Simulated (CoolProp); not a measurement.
R1224YDZ at several states: density (kg/m³) from the reference equation and from simpler models built on Tc = 428.7 K, pc = 3.334 MPa, ω = 0.325; each cubic takes its own stable root.

Computed with CoolProp (reference Helmholtz-energy equation of state, Akasaka 2023).

```
T (K)  p (MPa)   phase  reference  van der Waals  Redlich-Kwong  Soave-Redlich-Kwong
-----  -------  ------  ---------  -------------  -------------  -------------------
224.5    0.239  liquid       1547          898.9           1332                 1375
430.2     2.22     gas      128.3          122.3          127.0                126.8
169.8   0.0102  liquid       1677          1.081           1431                 1457
```

At some of these states van der Waals gives the other phase, because its saturation line lies elsewhere.
